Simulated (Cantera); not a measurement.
What does this Cantera script print?

```python
import numpy as np
import cantera as ct

gas_names = """
    Cu CuF CuF2 Cu2 F F2 N NF NF2 NF3 N2
""".split()
cond_names = """
    Cu(cr) Cu(L) CuF2(s) CuF2(L)
""".split()


# ... load() reads the species with a 1 bar reference pressure and builds the phases ...
atoms = {
    'Cu': {'Cu': 1},
    'F2': {'F': 2},
    'N2': {'N': 2},
}
top_T = {}  # K; cautious upper limits of use, not melting points


# ... equilibrate(T, P, feed) seeds the gas with the atoms and calls Mixture.equilibrate('TP', solver="vcs", rtol=1e-11, max_steps=5000) ...
results = []
feed = {'Cu': 1, 'F2': 1.2, 'N2': 1.5}  # mol
P = 6400  # Pa
for T in [723, 798, 873, 948, 1023, 1098, 1173, 1248, 1323, 1398, 1473]:
    mix = equilibrate(T, P, feed)
    results.append((T, P, feed, dict(zip(mix.species_names, mix.species_moles))))

top = {s: max(r[3][s] / sum(r[3][g] for g in gas_names) for r in results) for s in gas_names}
cols = sorted((s for s in top if top[s] > 1e-06), key=lambda s: -top[s])[:7]
seen = [c for c in cond_names if any(r[3].get(c, 0) > 1e-12 for r in results)]
print("log10 of partial pressures in bar; condensed amounts in mol")
print(f"{'T/K':>10s}" + "".join(f"{s[:9]:>10s}" for s in cols + seen))
for T, P, feed, n in results:
    ng = sum(n[g] for g in gas_names)
    print(f"{T:10.4g}" + "".join(f"{np.log10(max(n[s] / ng * P / 1e5, 1e-99)):10.3f}" for s in cols)
          + "".join(f"{n.get(c, 0):10.4g}" for c in seen))
```

Result:

```
log10 of partial pressures in bar; condensed amounts in mol
       T/K        N2      CuF2         F        F2       NF3       CuF   CuF2(s)   CuF2(L)
       723    -1.237   -10.079    -3.985    -2.674    -2.412   -23.944         1         0
       798    -1.245    -8.310    -3.251    -2.315    -2.766   -20.628         1         0
       873    -1.253    -6.858    -2.746    -2.226    -3.371   -17.791         1         0
       948    -1.262    -5.648    -2.389    -2.290    -4.085   -15.346    0.9999         0
      1023    -1.274    -4.624    -2.141    -2.460    -4.867   -13.211    0.9993         0
      1098    -1.285    -3.750    -1.993    -2.739    -5.740   -11.311    0.9949         0
      1173    -1.296    -3.137    -1.924    -3.104    -6.683    -9.744         0    0.9784
      1248    -1.311    -2.630    -1.906    -3.511    -7.642    -8.354         0    0.9282
      1323    -1.342    -2.189    -1.924    -3.943    -8.605    -7.094         0    0.7864
      1398    -1.419    -1.801    -1.997    -4.440    -9.657    -5.920         0    0.3768
      1473    -1.480    -1.656    -2.055    -4.875   -10.577    -5.076         0         0
```

Cantera equilibrium calculation (NASA polynomials, part measured and part estimated; ideal gas, pure solids and liquids).
